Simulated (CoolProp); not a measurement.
Vapour-liquid equilibrium of n-butane (1) + trans-2-butene (2) at 330.6 K; x and y are mole fractions of (1).

Computed with CoolProp (multi-fluid Helmholtz-energy mixture model, Bücker 2006 and Lemmon 2005; pair parameters Bell 2016).

```json
[
 {"x": "0.05", "bubble pressure (MPa)": "0.5872", "y at the bubble point": "0.054", "dew pressure at overall composition x (MPa)": "0.5870", "liquid density (mol/L)": "9.887"},
 {"x": "0.125", "bubble pressure (MPa)": "0.5907", "y at the bubble point": "?", "dew pressure at overall composition x (MPa)": "0.5904", "liquid density (mol/L)": "9.822"},
 {"x": "0.2", "bubble pressure (MPa)": "0.5936", "y at the bubble point": "?", "dew pressure at overall composition x (MPa)": "0.5933", "liquid density (mol/L)": "9.758"},
 {"x": "0.275", "bubble pressure (MPa)": "0.5959", "y at the bubble point": "0.283", "dew pressure at overall composition x (MPa)": "0.5957", "liquid density (mol/L)": "9.697"},
 {"x": "0.35", "bubble pressure (MPa)": "0.5978", "y at the bubble point": "0.357", "dew pressure at overall composition x (MPa)": "0.5976", "liquid density (mol/L)": "9.636"},
 {"x": "0.425", "bubble pressure (MPa)": "0.5992", "y at the bubble point": "0.431", "dew pressure at overall composition x (MPa)": "0.5991", "liquid density (mol/L)": "9.577"},
 {"x": "0.5", "bubble pressure (MPa)": "0.6002", "y at the bubble point": "0.504", "dew pressure at overall composition x (MPa)": "0.6002", "liquid density (mol/L)": "9.520"},
 {"x": "0.575", "bubble pressure (MPa)": "0.6009", "y at the bubble point": "0.577", "dew pressure at overall composition x (MPa)": "0.6008", "liquid density (mol/L)": "9.463"},
 {"x": "0.65", "bubble pressure (MPa)": "0.6012", "y at the bubble point": "0.651", "dew pressure at overall composition x (MPa)": "0.6012", "liquid density (mol/L)": "?"},
 {"x": "0.725", "bubble pressure (MPa)": "0.6012", "y at the bubble point": "0.725", "dew pressure at overall composition x (MPa)": "0.6012", "liquid density (mol/L)": "9.354"},
 {"x": "0.8", "bubble pressure (MPa)": "0.6009", "y at the bubble point": "0.799", "dew pressure at overall composition x (MPa)": "0.6009", "liquid density (mol/L)": "9.301"},
 {"x": "0.875", "bubble pressure (MPa)": "0.6005", "y at the bubble point": "0.874", "dew pressure at overall composition x (MPa)": "0.6005", "liquid density (mol/L)": "?"},
 {"x": "0.95", "bubble pressure (MPa)": "0.5998", "y at the bubble point": "0.949", "dew pressure at overall composition x (MPa)": "0.5998", "liquid density (mol/L)": "9.197"}
]
```

Q: Complete the blanks.

A: 
- 0.125, y at the bubble point: 0.132
- 0.2, y at the bubble point: 0.208
- 0.65, liquid density (mol/L): 9.408
- 0.875, liquid density (mol/L): 9.248

y crosses x between x = 0.65 and 0.725: the model has an azeotrope there.

The pair parameters rest on a limited set of measurements; away from them the model extrapolates.
